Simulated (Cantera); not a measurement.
A perfectly stirred reactor is fed with CH3OH : O2 : N2 = 1 : 1 : 3.76 (molar parts), equivalence ratio 1.5, at 0.320 bar; it is adiabatic with a 325 K inlet, and is followed from long to short residence time, starting on the burning branch (τ in s: 0.031, 0.017, 0.0099, 0.0056, 0.0031, 0.0018, 0.001, 0.00057, 0.00032, 0.00018, 0.0001, 5.8e-05).

Computed with Cantera and GRI-Mech 3.0 (53 species, 325 reactions). GRI-Mech 3.0 was tuned for natural gas; its chemistry of methanol as a main component is partial and can be far from experiment.

Problem. Predict: blow-out, bracketed by the residence times tried; x(CH3OH) at τ = 31.0 ms; x(O2) at τ = 31.0 ms; x(H2) at τ = 31.0 ms; x(HCO) at τ = 31.0 ms; x(CO) at τ = 31.0 ms; x(CH3OH) at τ = 1.00 ms; x(O2) at τ = 1.00 ms; x(H2) at τ = 1.00 ms; x(HCO) at τ = 1.00 ms; x(CO) at τ = 1.00 ms.

Solution. 
```json
{
  "blow_out_bracketed_by_the_residence_times_tried": "burning at 0.320 ms, out at 0.180 ms",
  "x(CH3OH) at τ = 31.0 ms": "5.06e-6",
  "x(O2) at τ = 31.0 ms": "0.000565",
  "x(H2) at τ = 31.0 ms": "0.0643",
  "x(HCO) at τ = 31.0 ms": "6.56e-7",
  "x(CO) at τ = 31.0 ms": "0.0809",
  "x(CH3OH) at τ = 1.00 ms": "0.000110",
  "x(O2) at τ = 1.00 ms": "0.00400",
  "x(H2) at τ = 1.00 ms": "0.0641",
  "x(HCO) at τ = 1.00 ms": "1.59e-5",
  "x(CO) at τ = 1.00 ms": "0.0841"
}
```
